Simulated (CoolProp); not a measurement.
Vapour-liquid equilibrium of nitrogen (1) + oxygen (2) at 95.5 K; x and y are mole fractions of (1).

Model: multi-fluid Helmholtz-energy mixture model, Span 2000 and Schmidt 1985; pair parameters Gernert 2013, in CoolProp.

```tsv
x	bubble pressure (MPa)	y at the bubble point	dew pressure at overall composition x (MPa)	liquid density (mol/L)
0.05	0.1941	0.157	0.1776	34.32
0.15	0.2374	0.371	0.1929	33.33
0.25	0.2776	0.515	0.2109	32.36
0.35	0.3159	0.621	0.2322	31.40
0.45	0.3530	0.705	0.2580	30.47
0.55	0.3898	0.775	0.2893	29.55
0.65	0.4267	0.835	0.3280	28.64
0.75	0.4640	0.888	0.3762	27.75
0.85	0.5022	0.936	0.4369	26.86
0.95	0.5415	0.979	0.5145	25.98
```

No azeotrope shows between x = 0.05 and 0.95.

The pair parameters rest on a limited set of measurements; away from them the model extrapolates.
